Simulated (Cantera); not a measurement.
Input (Python, Cantera) and output of one run.

```python
import numpy as np
import cantera as ct

gas_names = """
    O2 F2
""".split()
cond_names = """
    Cu(L) CuF2(L) Cu2O(L)
""".split()


# ... load() reads the species with a 1 bar reference pressure and builds the phases ...
species = {s.name: s for s in load("nasa_gas.yaml", gas_names) + load("nasa_condensed.yaml", cond_names)}
T = 1650
g = {n: (s.thermo.h(T) - T * s.thermo.s(T)) / (ct.gas_constant * T * np.log(10)) for n, s in species.items()}
valid = cond_names  # the entries whose range holds T


def stable(la, lb):
    # potentials (over RT ln 10) of the two non-metals from log10 p(O2) and log10 p(F2) in bar
    mu = {}
    mu["O"] = (g["O2"] + la) / 2
    mu["F"] = (g["F2"] + lb) / 2
    cost = {}
    for n in valid:
        c = species[n].composition
        cost[n] = (g[n] - sum(c.get(e, 0) * m for e, m in mu.items())) / c["Cu"]
    return min(cost, key=cost.get)


results = []
for lb in [1, -1.2, -3.5, -5.8, -8, -10.2, -12.5, -14.8, -17]:
    row = [stable(la, lb) for la in [-11, -10.5, -10, -9.6, -9.1, -8.6, -8.1, -7.7, -7.2, -6.7, -6.2, -5.7, -5.3, -4.8, -4.3, -3.8, -3.3, -2.9, -2.4, -1.9, -1.4, -1, -0.5, 0]]
    results.append(row)
    print(f"{lb:6.1f}  " + " ".join(f"{valid.index(n):x}" for n in row))
print("key: " + ", ".join(f"{i:x} {n}" for i, n in enumerate(valid)))
```

Output:

```
   1.0  1 1 1 1 1 1 1 1 1 1 1 1 1 1 1 1 1 1 1 1 1 1 1 1
  -1.2  1 1 1 1 1 1 1 1 1 1 1 1 1 1 1 1 1 1 1 1 1 1 1 1
  -3.5  1 1 1 1 1 1 1 1 1 1 1 1 1 1 1 1 1 1 1 1 1 1 1 1
  -5.8  1 1 1 1 1 1 1 1 1 1 1 1 1 1 1 1 1 1 1 1 1 1 1 1
  -8.0  1 1 1 1 1 1 1 1 1 1 1 1 1 1 1 1 1 1 1 1 1 1 1 1
 -10.2  1 1 1 1 1 1 1 1 1 1 1 1 1 1 1 1 1 1 1 2 2 2 2 2
 -12.5  0 0 0 0 0 0 0 0 0 0 0 0 0 0 0 0 0 2 2 2 2 2 2 2
 -14.8  0 0 0 0 0 0 0 0 0 0 0 0 0 0 0 0 0 2 2 2 2 2 2 2
 -17.0  0 0 0 0 0 0 0 0 0 0 0 0 0 0 0 0 0 2 2 2 2 2 2 2
key: 0 Cu(L), 1 CuF2(L), 2 Cu2O(L)
```

Standard-state values (1 bar) from the NASA 1993 polynomials, evaluated with Cantera. Part of the grid cannot be reached: there another gas would pass 10 bar, or a non-metal would condense.
